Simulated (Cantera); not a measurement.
An adiabatic, constant-pressure homogeneous reactor starts with C3H8 : O2 : N2 = 1 : 11.9 : 44.8 (molar parts), equivalence ratio 0.42, at 1425 K and 3750 Torr. Integrator tolerance rtol = 1e-08.

Cantera simulation using GRI-Mech 3.0 (53 species, 325 reactions); the numbers are that mechanism's predictions, not measurements. GRI-Mech 3.0 was tuned for natural gas; its chemistry of propane as a main component is partial and can be far from experiment.

What does this change do: pressure from 3750 Torr to 390 Torr?


| quantity | before | after |
|---|---|---|
| time of steepest temperature rise | 67.2 µs | 0.227 ms |
| temperature at 0.900 s | 2291 K | 2265 K |
| equilibrium temperature | 2291 K | 2265 K |
| x(C3H8) at 0.900 s | <1e-12 (gas-phase equilibrium <1e-12) | <1e-12 (gas-phase equilibrium <1e-12) |
| x(O2) at 0.900 s | 0.111 (gas-phase equilibrium 0.111) | 0.111 (gas-phase equilibrium 0.111) |
| x(HCN) at 0.900 s | <1e-12 (gas-phase equilibrium <1e-12) | <1e-12 (gas-phase equilibrium <1e-12) |
| x(C2H2) at 0.900 s | <1e-12 (gas-phase equilibrium <1e-12) | <1e-12 (gas-phase equilibrium <1e-12) |
| x(CO) at 0.900 s | 0.000747 (gas-phase equilibrium 0.000747) | 0.00191 (gas-phase equilibrium 0.00191) |
| x(CH2) at 0.900 s | <1e-12 (gas-phase equilibrium <1e-12) | <1e-12 (gas-phase equilibrium <1e-12) |
| x(C2H4) at 0.900 s | <1e-12 (gas-phase equilibrium <1e-12) | <1e-12 (gas-phase equilibrium <1e-12) |

What does this change do: O2 11.9 to 3.9 parts?


| quantity | before | after |
|---|---|---|
| time of steepest temperature rise | 67.2 µs | 0.154 ms |
| temperature at 0.900 s | 2291 K | 2179 K |
| equilibrium temperature | 2291 K | 2179 K |
| x(C3H8) at 0.900 s | <1e-12 (gas-phase equilibrium <1e-12) | <1e-12 (gas-phase equilibrium <1e-12) |
| x(O2) at 0.900 s | 0.111 (gas-phase equilibrium 0.111) | 5.03e-6 (gas-phase equilibrium 5.03e-6) |
| x(HCN) at 0.900 s | <1e-12 (gas-phase equilibrium <1e-12) | 6.74e-9 (gas-phase equilibrium 6.74e-9) |
| x(C2H2) at 0.900 s | <1e-12 (gas-phase equilibrium <1e-12) | <1e-12 (gas-phase equilibrium <1e-12) |
| x(CO) at 0.900 s | 0.000747 (gas-phase equilibrium 0.000747) | 0.0296 (gas-phase equilibrium 0.0296) |
| x(CH2) at 0.900 s | <1e-12 (gas-phase equilibrium <1e-12) | <1e-12 (gas-phase equilibrium <1e-12) |
| x(C2H4) at 0.900 s | <1e-12 (gas-phase equilibrium <1e-12) | <1e-12 (gas-phase equilibrium <1e-12) |
